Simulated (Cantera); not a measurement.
A closed system holds: 1 mol SiH₄, 0.2 mol H₂O, held at 100 Torr.

Equilibrium computed with Cantera from the NASA thermochemical tables; the gas is ideal and each condensed phase is pure. Candidate condensed phases: H₂O, Si, SiO₂; 18 gas species. Mutual solubility and eutectic melting of coexisting phases are not modelled. The tables hold silica as quartz up to 1696 K and as liquid above; real silica turns to tridymite and cristobalite and melts near 1996 K. Gases not in the tables: Si₂H₆ and higher silanes. The numbers say what is thermodynamically allowed, not how fast it happens.

Problem. Which condensed phases are stable at each of these points (T (K)): 923, 1023, 1123, 1223, 1323, 1423, 1523, 1623, 1723, 1823, 1923, 2023?

Solution. 
| T (K) | condensed phases | Si condensed (%) |
|---|---|---|
| 923 | Si(s) + SiO₂(β-quartz) | 100.0 |
| 1023 | Si(s) + SiO₂(β-quartz) | 100.0 |
| 1123 | Si(s) + SiO₂(β-quartz) | 100.0 |
| 1223 | Si(s) + SiO₂(β-quartz) | 100.0 |
| 1323 | Si(s) + SiO₂(β-quartz) | 100.0 |
| 1423 | Si(s) + SiO₂(β-quartz) | 99.8 |
| 1523 | Si(s) + SiO₂(β-quartz) | 98.7 |
| 1623 | Si(s) + SiO₂(β-quartz) | 93.0 |
| 1723 | Si(l) | 80.0 |
| 1823 | Si(l) | 80.0 |
| 1923 | Si(l) | 79.9 |
| 2023 | Si(l) | 79.8 |

From 923 K to 1623 K the condensed part is Si(s) + SiO₂(β-quartz). From 1723 K to 2023 K the condensed part is Si(l).
